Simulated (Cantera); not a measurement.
A perfectly stirred reactor is fed with H2 : O2 : N2 = 1 : 1.11 : 4.18 (molar parts), equivalence ratio 0.45, at 760 Torr; it is adiabatic with a 673 K inlet, and is followed from long to short residence time, starting on the burning branch (τ in s: 0.026, 0.014, 0.0078, 0.0043, 0.0024, 0.0013, 0.00071, 0.00039, 0.00021, 0.00012, 6.4e-05, 3.5e-05, 1.9e-05).

Detailed kinetics in Cantera: the H2/O2 subset of GRI-Mech 3.0, which has no nitrogen chemistry.

Question: What does this change do: H2 1 to 1.3 parts?

Answer: 
```json
[
 {"quantity": "blow-out, bracketed by the residence times tried", "before": "burning at 19.0 µs, the shortest tried", "after": "burning at 19.0 µs, the shortest tried"},
 {"quantity": "x(H2) at τ = 26.0 ms", "before": "0.000376", "after": "0.000927"},
 {"quantity": "x(O2) at τ = 26.0 ms", "before": "0.105", "after": "0.0761"},
 {"quantity": "x(OH) at τ = 26.0 ms", "before": "0.00263", "after": "0.00509"},
 {"quantity": "x(H2O2) at τ = 26.0 ms", "before": "1.58e-7", "after": "1.68e-7"},
 {"quantity": "x(O) at τ = 26.0 ms", "before": "0.000432", "after": "0.000728"},
 {"quantity": "x(H2) at τ = 0.710 ms", "before": "0.00364", "after": "0.00679"},
 {"quantity": "x(O2) at τ = 0.710 ms", "before": "0.103", "after": "0.0753"},
 {"quantity": "x(OH) at τ = 0.710 ms", "before": "0.00707", "after": "0.0117"},
 {"quantity": "x(H2O2) at τ = 0.710 ms", "before": "6.79e-7", "after": "4.47e-7"},
 {"quantity": "x(O) at τ = 0.710 ms", "before": "0.00412", "after": "0.00533"}
]
```

Question: What does this change do: H2 1 to 1.4 parts?

Answer: 
| quantity | before | after |
|---|---|---|
| blow-out, bracketed by the residence times tried | burning at 19.0 µs, the shortest tried | burning at 19.0 µs, the shortest tried |
| x(H2) at τ = 26.0 ms | 0.000376 | 0.00137 |
| x(O2) at τ = 26.0 ms | 0.105 | 0.0670 |
| x(OH) at τ = 26.0 ms | 0.00263 | 0.00631 |
| x(H2O2) at τ = 26.0 ms | 1.58e-7 | 1.94e-7 |
| x(O) at τ = 26.0 ms | 0.000432 | 0.000915 |
| x(H2) at τ = 0.710 ms | 0.00364 | 0.00836 |
| x(O2) at τ = 0.710 ms | 0.103 | 0.0667 |
| x(OH) at τ = 0.710 ms | 0.00707 | 0.0132 |
| x(H2O2) at τ = 0.710 ms | 6.79e-7 | 4.09e-7 |
| x(O) at τ = 0.710 ms | 0.00412 | 0.00564 |
